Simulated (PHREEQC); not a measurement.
Na2CO3 is added in steps, without added water, to 1 kg of water holding 0.02 mol HNO3, 0.00019 mol AlCl3 and 0.013 mol MnSO4, at 25 °C. No oxygen is let in. CO2 from the air is kept out. Only these solids could form: Al(OH)3(a), Rhodochrosite, Pyrochroite, Basaluminite, Halite, Mirabilite, Nahcolite, Natron.

Base run: PHREEQC, ion-association model, wateq4f.dat. Each further column changes one thing. The table gives pH.

```json
[
 {"Na2CO3 added (mol)": "0", "base": "1.88", "database phreeqc.dat": "1.88", "Debye-Hückel limiting law": "1.91", "all activity coefficients set to 1": "1.82", "Davies equation for every ion": "1.89"},
 {"Na2CO3 added (mol)": "0.007125", "base": "2.45", "database phreeqc.dat": "2.45", "Debye-Hückel limiting law": "2.48", "all activity coefficients set to 1": "2.40", "Davies equation for every ion": "2.46"},
 {"Na2CO3 added (mol)": "0.01188", "base": "4.98", "database phreeqc.dat": "4.98", "Debye-Hückel limiting law": "5.04", "all activity coefficients set to 1": "…", "Davies equation for every ion": "4.99"},
 {"Na2CO3 added (mol)": "0.019", "base": "5.19", "database phreeqc.dat": "5.20", "Debye-Hückel limiting law": "5.24", "all activity coefficients set to 1": "5.16", "Davies equation for every ion": "5.19"},
 {"Na2CO3 added (mol)": "0.02612", "base": "6.16", "database phreeqc.dat": "6.15", "Debye-Hückel limiting law": "6.14", "all activity coefficients set to 1": "…", "Davies equation for every ion": "6.16"},
 {"Na2CO3 added (mol)": "0.03087", "base": "7.01", "database phreeqc.dat": "6.99", "Debye-Hückel limiting law": "6.97", "all activity coefficients set to 1": "…", "Davies equation for every ion": "7.01"},
 {"Na2CO3 added (mol)": "0.038", "base": "9.17", "database phreeqc.dat": "9.17", "Debye-Hückel limiting law": "9.07", "all activity coefficients set to 1": "…", "Davies equation for every ion": "9.16"}
]
```

Problem. Fill in the missing entries.

Solution. 
- 0.01188, all activity coefficients set to 1: 4.91
- 0.02612, all activity coefficients set to 1: 6.25
- 0.03087, all activity coefficients set to 1: 7.10
- 0.038, all activity coefficients set to 1: 9.30

 phreeqc.dat and wateq4f.dat share most of their constants, so their agreement is no independent check. Solids allowed in the column 'database phreeqc.dat': Rhodochrosite, Al(OH)3(a), Pyrochroite, Halite.
